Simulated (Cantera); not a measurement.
Feed: 1 mol Si3N4, 1.4 mol H2O, 42 mol H2, equilibrated at 12.8 Torr.

Cantera equilibrium calculation (NASA polynomials, part measured and part estimated; ideal gas, pure solids and liquids). Candidate condensed phases: H2O, Si, SiO2, Si2N2O, Si3N4; 35 gas species. Mutual solubility and eutectic melting of coexisting phases are not modelled. Gases not in the tables: Si2H6 and higher silanes. Kinetics and transport are ignored.

**Question.** What share of the Si ends up in condensed phases as a function of T (K), at 1473, 1573, 1673, 1773, 1873, 1973, 2073, 2173?

**Answer.** 
| T (K) | Si condensed (%) | as |
|---|---|---|
| 1473 | 100.0 | Si2N2O(s) + Si3N4(s) |
| 1573 | 99.6 | Si(s) + Si2N2O(s) + Si3N4(s) |
| 1673 | 90.4 | Si(s) + Si2N2O(s) |
| 1773 | 53.1 | Si(l) |
| 1873 | 52.3 | Si(l) |
| 1973 | 49.9 | Si(l) |
| 2073 | 42.7 | Si(l) |
| 2173 | 23.1 | Si(l) |
